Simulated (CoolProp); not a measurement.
Vapour pressure (MPa) of cyclopropane: the reference equation beside estimates from Tc = 398.7 K, pc = 5.605 MPa, ω = 0.131. Clausius-Clapeyron is anchored at 304.7 K with a constant enthalpy of vaporisation of 16.51 kJ/mol.

Model: reference Helmholtz-energy equation of state, Polt 1992, in CoolProp. This equation is an older, rougher fit; its heat capacities, sound speeds and derivatives of the liquid may be far off and weren't checked against measurements.

```tsv
T (K)	reference	Lee-Kesler	Clausius-Clapeyron	van der Waals	Redlich-Kwong	Soave-Redlich-Kwong	Peng-Robinson
304.7	0.8612	0.8603	0.8612	1.733	0.9867	0.8632	0.8562
308.9	0.9582	0.9575	0.9410	1.850	1.093	0.9616	0.9531
313	1.060	1.060	1.024	1.968	1.204	1.065	1.055
317.2	1.173	1.173	1.113	2.095	1.325	1.180	1.168
321.3	1.291	1.291	1.206	2.223	1.452	1.300	1.287
325.5	1.421	1.421	1.306	2.359	1.590	1.432	1.417
329.6	1.557	1.556	1.409	2.497	1.733	1.570	1.554
333.8	1.706	1.705	1.520	2.643	1.889	1.722	1.703
337.9	1.861	1.859	1.634	2.791	2.050	1.879	1.859
342.1	2.030	2.028	1.756	2.948	2.224	2.051	2.030
```

Absolute difference from the reference over all 10 rows, mean and median: Lee-Kesler 0.1 and 0.1 %, Clausius-Clapeyron 7.1 and 7.3 %, van der Waals 70.7 and 69.1 %, Redlich-Kwong 12.1 and 12.2 %, Soave-Redlich-Kwong 0.7 and 0.7 %, Peng-Robinson 0.3 and 0.3 %.
